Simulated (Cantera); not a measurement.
Input: 1 mol Al(CH₃)₃, 12 mol H₂O, 1.1 mol H₂, held at 10000 Pa.

These are equilibrium values from Cantera (NASA tables, ideal gas, pure condensed phases), not measurements of a reactor. Candidate condensed phases: Al, Al₂O₃, C, C₆H₆, C₇H₈, C₈H₁₈, H₂O; 121 gas species. The feed counts by its element totals alone. Gases not in the tables: Al(OH)₃. Rates play no part. All values below are at 1973 K.

Base state: H₂ 0.507, H₂O 0.344, CO 0.126, CO₂ 0.0191, H 0.00304, OH 0.000196 (mole fractions); condensed: Al₂O₃(s).

Q: What changes in the equilibrium state with this change: pressure from 10000 Pa to 4200 Pa?

A: 
```json
[
 {"species": "H₂", "before": "0.507", "after": "0.506"},
 {"species": "H₂O", "before": "0.344", "after": "0.344"},
 {"species": "CO", "before": "0.126", "after": "0.126"},
 {"species": "H", "before": "0.00304", "after": "0.00468"},
 {"species": "CO₂", "before": "0.0191", "after": "0.0191"},
 {"species": "OH", "before": "0.000196", "after": "0.000302"},
 {"species": "Al₂O₃(s), mol", "before": "0.500", "after": "0.500"}
]
```

Q: What changes in the equilibrium state with this change: H₂ from 1.1 to 690 mol?

A: 
```json
[
 {"species": "H₂", "before": "0.507", "after": "0.981"},
 {"species": "H₂O", "before": "0.344", "after": "0.0105"},
 {"species": "H", "before": "0.00304", "after": "0.00423"},
 {"species": "CO", "before": "0.126", "after": "0.00421"},
 {"species": "CO₂", "before": "0.0191", "after": "1.01e-5"},
 {"species": "OH", "before": "0.000196", "after": "4.31e-6"},
 {"species": "Al₂O₃(s), mol", "before": "0.500", "after": "0.499"}
]
```
